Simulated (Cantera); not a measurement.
A closed system holds: 1 mol Si, 0.58 mol Cl₂, 15 mol H₂, at 1 atm.

Equilibrium computed with Cantera from the NASA thermochemical tables; the gas is ideal and each condensed phase is pure. Candidate condensed phases: Si; 19 gas species. The tables' values for SiCl₃, SiCl are old estimates; treat these amounts as uncertain. Gases not in the tables: Si₂H₆ and higher silanes. Kinetics and transport are ignored.

x: gas mole fraction; n: condensed amount in mol.

```json
[
 {"T (°C)": "300", "x H₂": "0.978", "x HCl": "1.09e-5", "x SiHCl₃": "0.0121", "x SiCl₄": "0.00960", "x SiCl₂": "___", "x SiCl₃": "1.40e-8", "n Si(s)": "0.659", "n Si(l)": "0"},
 {"T (°C)": "450", "x H₂": "0.977", "x HCl": "0.000253", "x SiHCl₃": "0.0114", "x SiCl₄": "0.00992", "x SiCl₂": "___", "x SiCl₃": "1.43e-6", "n Si(s)": "0.660", "n Si(l)": "0"},
 {"T (°C)": "600", "x H₂": "0.976", "x HCl": "0.00194", "x SiHCl₃": "0.0107", "x SiCl₄": "0.00994", "x SiCl₂": "___", "x SiCl₃": "2.88e-5", "n Si(s)": "0.668", "n Si(l)": "0"},
 {"T (°C)": "750", "x H₂": "0.972", "x HCl": "0.00790", "x SiHCl₃": "0.00949", "x SiCl₄": "0.00911", "x SiCl₂": "___", "x SiCl₃": "0.000222", "n Si(s)": "0.694", "n Si(l)": "0"},
 {"T (°C)": "900", "x H₂": "0.962", "x HCl": "0.0209", "x SiHCl₃": "0.00715", "x SiCl₄": "0.00667", "x SiCl₂": "___", "x SiCl₃": "0.000835", "n Si(s)": "0.744", "n Si(l)": "0"},
 {"T (°C)": "1050", "x H₂": "0.949", "x HCl": "0.0380", "x SiHCl₃": "0.00371", "x SiCl₄": "0.00293", "x SiCl₂": "___", "x SiCl₃": "0.00149", "n Si(s)": "0.799", "n Si(l)": "0"},
 {"T (°C)": "1200", "x H₂": "0.940", "x HCl": "0.0487", "x SiHCl₃": "0.00111", "x SiCl₄": "0.000615", "x SiCl₂": "___", "x SiCl₃": "0.00119", "n Si(s)": "0.826", "n Si(l)": "0"},
 {"T (°C)": "1350", "x H₂": "0.937", "x HCl": "0.0514", "x SiHCl₃": "0.000268", "x SiCl₄": "9.50e-5", "x SiCl₂": "0.00986", "x SiCl₃": "0.000634", "n Si(s)": "0.828", "n Si(l)": "0"},
 {"T (°C)": "1500", "x H₂": "0.936", "x HCl": "0.0535", "x SiHCl₃": "6.88e-5", "x SiCl₄": "1.67e-5", "x SiCl₂": "0.00982", "x SiCl₃": "0.000311", "n Si(s)": "0", "n Si(l)": "0.839"}
]
```

Task: Some entries are withheld; supply them.

Result: 
- 300, x SiCl₂: 4.62e-11
- 450, x SiCl₂: 5.13e-8
- 600, x SiCl₂: 4.89e-6
- 750, x SiCl₂: 0.000114
- 900, x SiCl₂: 0.00103
- 1050, x SiCl₂: 0.00417
- 1200, x SiCl₂: 0.00794
